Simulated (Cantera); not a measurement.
A closed system holds: 1 mol ZrO₂, 0.69 mol H₂, at 750 Torr.

Cantera equilibrium calculation (NASA polynomials, part measured and part estimated; ideal gas, pure solids and liquids). Candidate condensed phases: H₂O, Zr, ZrO₂; 12 gas species. Kinetics and transport are ignored. All values below are at 1775 K.

Base state: H₂ 1.000, H 0.000289 (mole fractions); condensed: ZrO₂(tetragonal).

What changes in the equilibrium state with this change: pressure from 750 Torr to 0.413 Torr?


```tsv
species	before	after
H₂	1.000	0.988
H	0.000289	0.0123
ZrO₂(tetragonal), mol	1.00	1.00
```
